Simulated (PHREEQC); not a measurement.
# Brine (model solution)

A solution holds 0.37 mol MgSO4 and 0.43 mol MgCl2 per kg of water, at 60 °C. Closed to the air; pH follows from the charge balance.

Model: Pitzer model, pitzer.dat, run in PHREEQC.

Each row changes one thing in this solution. No solid was allowed to form.

```json
[
 {"case": "as made", "pH": "5.96", "MgOH+ (mol/kgw)": "4.84e-6", "HSO4- (mol/kgw)": "3.81e-6", "SI of Hexahydrite (MgSO4:6H2O)": "-1.34", "SI of Epsomite (MgSO4:7H2O)": "-1.38"},
 {"case": "diluted 10-fold with water", "pH": "6.31", "MgOH+ (mol/kgw)": "1.24e-6", "HSO4- (mol/kgw)": "8.99e-7", "SI of Hexahydrite (MgSO4:6H2O)": "-2.38", "SI of Epsomite (MgSO4:7H2O)": "-2.40"},
 {"case": "0.011 mol/kgw NaHCO3 added", "pH": "6.84", "MgOH+ (mol/kgw)": "3.73e-5", "HSO4- (mol/kgw)": "4.92e-7", "SI of Hexahydrite (MgSO4:6H2O)": "-1.35", "SI of Epsomite (MgSO4:7H2O)": "-1.38"},
 {"case": "temperature from 60 to 90 °C", "pH": "5.72", "MgOH+ (mol/kgw)": "1.54e-5", "HSO4- (mol/kgw)": "?", "SI of Hexahydrite (MgSO4:6H2O)": "-1.52", "SI of Epsomite (MgSO4:7H2O)": "?"},
 {"case": "MgSO4 from 0.37 to 0.185 mol/kgw", "pH": "5.95", "MgOH+ (mol/kgw)": "?", "HSO4- (mol/kgw)": "2.37e-6", "SI of Hexahydrite (MgSO4:6H2O)": "-1.62", "SI of Epsomite (MgSO4:7H2O)": "?"}
]
```

Task: What belongs in the gaps?

Result: 
- temperature from 60 to 90 °C, HSO4- (mol/kgw): 1.36e-5
- temperature from 60 to 90 °C, SI of Epsomite (MgSO4:7H2O): -1.74
- MgSO4 from 0.37 to 0.185 mol/kgw, MgOH+ (mol/kgw): 3.44e-6
- MgSO4 from 0.37 to 0.185 mol/kgw, SI of Epsomite (MgSO4:7H2O): -1.65

Some of these states are supersaturated (in Magnesite (slow to form), for instance). In brines, pH and single-ion activities rest on the MacInnes convention. At this temperature some constants are extrapolated from 25 °C, and those without enthalpy data are left unchanged.
